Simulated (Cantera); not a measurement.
**Equilibrium for silicon nitride deposition: SiF4 + NH3 + N2**

A closed system holds: 1 mol SiF4, 4.4 mol NH3, 5.5 mol N2, held at 0.0133 bar.

Method: chemical equilibrium by Gibbs-energy minimisation in Cantera with the NASA 1993 tables (ideal gas, pure condensed phases). Candidate condensed phases: Si, Si3N4; 37 gas species. The tables' values for SiF3, SiF2 are old estimates; treat these amounts as uncertain. Rates play no part.

| T (K) | x N2 | x H2 | x SiF4 | x HF | x SiF3 | x SiHF3 | x SiF2 | n Si3N4(s) |
|---|---|---|---|---|---|---|---|---|
| 875 | 0.503 | 0.431 | 0.0653 | 0.000179 | 3.57e-7 | 3.26e-5 | 7.22e-12 | 0.000186 |
| 925 | 0.503 | 0.431 | 0.0652 | 0.000295 | 1.43e-6 | 5.45e-5 | 9.07e-11 | 0.000305 |
| 975 | 0.503 | 0.431 | 0.0652 | 0.000462 | 4.94e-6 | 8.63e-5 | 8.75e-10 | 0.000472 |
| 1025 | 0.503 | 0.431 | 0.0651 | 0.000692 | 1.51e-5 | 0.000131 | 6.75e-9 | 0.000696 |
| 1075 | 0.503 | 0.431 | 0.0649 | 0.000997 | 4.16e-5 | 0.000190 | 4.29e-8 | 0.000975 |
| 1125 | 0.503 | 0.430 | 0.0647 | 0.00139 | 0.000104 | 0.000267 | 2.30e-7 | 0.00130 |
| 1175 | 0.503 | 0.430 | 0.0644 | 0.00188 | 0.000242 | 0.000363 | 1.07e-6 | 0.00162 |
| 1225 | 0.503 | 0.430 | 0.0640 | 0.00248 | 0.000521 | 0.000481 | 4.36e-6 | 0.00187 |
| 1275 | 0.503 | 0.429 | 0.0633 | 0.00319 | 0.00105 | 0.000620 | 1.58e-5 | 0.00189 |
x: gas mole fraction; n: condensed amount in mol.

From 875 K to 1275 K the condensed part is Si3N4(s). The main Si-bearing gas is SiF4 throughout.
